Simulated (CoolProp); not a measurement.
The fluid at 298.15 K and 0.00615 MPa expands adiabatically to 0.00163 MPa with isentropic efficiency 0.7. The same conditions are run with several fluids, on thermodynamics alone (safety and materials aside).

Values from CoolProp's reference Helmholtz-energy equation of state of each fluid (the fluoroketone C6F12O (FK-5-1-12): McLinden 2015; n-perfluoropentane: Gao 2022; R1224YDZ: Akasaka 2023; isobutane: Bücker 2006; R245ca: Zhou 2016).

```
fluid                                work (kJ/kg)  final temperature (K)  final density (kg/m³)
-----------------------------------  ------------  ---------------------  ---------------------
the fluoroketone C6F12O (FK-5-1-12)          7.12                  289.7                  0.214
n-perfluoropentane                           7.79             (withheld)                  0.196
R1224YDZ                                     14.7             (withheld)                  0.105
isobutane                              (withheld)             (withheld)                 0.0415
R245ca                                 (withheld)                  279.2                 0.0942
```

Problem. Some entries are withheld; supply them.

Solution. 
- n-perfluoropentane, final temperature (K): 288.3
- R1224YDZ, final temperature (K): 277.9
- isobutane, work (kJ/kg): 37.4
- isobutane, final temperature (K): 274.8
- R245ca, work (kJ/kg): 16.4
